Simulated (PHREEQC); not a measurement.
Solution (25 °C): 0.075 mol NH3, 0.00046 mol H4SiO4 and 1.3e-05 mol CO2 per kg of water. Closed to the air; pH follows from the charge balance.

The numbers come from PHREEQC with the ion-association model, phreeqc.dat.

No solid was allowed to form.

Task: Order these Si species by the share of Si that they hold, largest first: H3SiO4-, H2SiO4-2, H4SiO4.

Result: H3SiO4- (93 %), H4SiO4 (6.5 %), H2SiO4-2 (0.67 %)

The pH is 10.97 and the ionic strength 0.00146 mol/kgw.
